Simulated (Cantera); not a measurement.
An isothermal, constant-pressure homogeneous reactor starts with 4.03 % CH4, 93.7 % H2, 2.25 % H, at 2875 K and 44.3 Torr.

Computed with Cantera and GRI-Mech 3.0 (53 species, 325 reactions). GRI-Mech 3.0 stops at C3 and has no aromatics, soot or wall deposition, so with more carbon than oxygen in the feed, carbon stays in small species such as C2H2 where larger ones or solid carbon would form.

x: mole fraction; the columns are a selection and need not sum to one.

```
t (s)        x CH4   x H2     x H    x C2H4    x C2H6
--------  --------  -----  ------  --------  --------
2.00e-5     0.0242  0.933  0.0288  0.000286         …
9.35e-5    0.00889  0.919  0.0525  0.000154         …
0.000437  0.000672  0.903  0.0768   5.58e-6         …
0.00205    4.30e-5  0.865   0.117   1.63e-6  6.04e-11
0.00956    6.04e-6  0.759   0.223   4.22e-7  1.92e-12
0.0447     1.68e-6  0.642   0.342   1.36e-7    <1e-12
0.209      1.56e-6  0.634   0.350   1.27e-7    <1e-12
0.978      1.56e-6  0.634   0.350   1.27e-7    <1e-12
4.57       1.56e-6  0.634   0.350   1.27e-7    <1e-12
21.4       1.56e-6  0.634   0.350   1.27e-7    <1e-12
100        1.56e-6  0.634   0.350   1.27e-7    <1e-12
```

Some entries are withheld; supply them.


- 2.00e-5, x C2H6: 5.20e-6
- 9.35e-5, x C2H6: 1.33e-6
- 0.000437, x C2H6: 1.06e-8
